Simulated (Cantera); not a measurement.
# CsOH + H2 (calcination and drying)

Input: 1 mol CsOH, a varied amount of H2, held at 1973 K and 0.000280 bar.

Method: chemical equilibrium by Gibbs-energy minimisation in Cantera with the NASA 1993 tables (ideal gas, pure condensed phases). Candidate condensed phases: Cs, CsOH, H2O; 15 gas species. The numbers say what is thermodynamically allowed, not how fast it happens.

From 0.81 mol H2 to 5.4 mol H2 nothing is condensed. The main Cs-bearing gas is Cs throughout.

```
n(H2) (mol)   x H2   x Cs  x H2O     x H   x CsOH     x OH
-----------  -----  -----  -----  ------  -------  -------
0.81         0.143  0.397  0.385  0.0305   0.0339  0.00779
1.1          0.225  0.358  0.350  0.0382   0.0222  0.00566
1.4          0.294  0.323  0.318  0.0437   0.0159  0.00448
1.8          0.369  0.286  0.281  0.0490   0.0111  0.00355
2.4          0.453  0.243  0.240  0.0543  0.00725  0.00272
3.2          0.532  0.202  0.200  0.0588  0.00464  0.00210
4.1          0.595  0.170  0.168  0.0622  0.00311  0.00167
5.4          0.656  0.138  0.137  0.0653  0.00196  0.00129
```
x: gas mole fraction; nothing condenses.
